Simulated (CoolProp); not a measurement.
A single-stage vapour-compression cycle with the fluid: evaporating at 300.15 K (dew point), condensing at 335.15 K (bubble point), superheat 5 K, subcooling 8 K, compressor efficiency 0.8, no pressure losses. The same conditions are run with several fluids, on thermodynamics alone (safety and materials aside).

Model: reference Helmholtz-energy equation of state of each fluid (dimethyl ether: Wu 2011; CH2F2 (R32): Tillner-Roth 1997; cyclohexane: Zhou 2014; R1336mzz(E): Akasaka 2023; R124: de Vries 1995; the fluoroketone C6F12O (FK-5-1-12): McLinden 2015), in CoolProp.

| fluid | cooling COP | pressure ratio | discharge temperature (K) | refrigerating effect (kJ/kg) | volumetric capacity (kJ/m³) |
|---|---|---|---|---|---|
| dimethyl ether | 6.11 | ___ | 352.1 | ___ | 4330 |
| CH2F2 (R32) | ___ | 2.31 | ___ | 219 | ___ |
| cyclohexane | 6.49 | ___ | 344.3 | 346 | 165 |
| R1336mzz(E) | 6.04 | 2.90 | 335.3 | 113 | 1650 |
| R124 | 6.03 | 2.57 | ___ | 118 | 2880 |
| the fluoroketone C6F12O (FK-5-1-12) | 5.86 | 3.54 | 335.1 | 68.5 | 388 |

Q: Fill in the missing entries.

A: 
- dimethyl ether, pressure ratio: 2.42
- dimethyl ether, refrigerating effect (kJ/kg): 337
- CH2F2 (R32), cooling COP: 5.32
- CH2F2 (R32), discharge temperature (K): 368.8
- CH2F2 (R32), volumetric capacity (kJ/m³): 10500
- cyclohexane, pressure ratio: 3.91
- R124, discharge temperature (K): 341.1

The compression ends wet for: the fluoroketone C6F12O (FK-5-1-12).
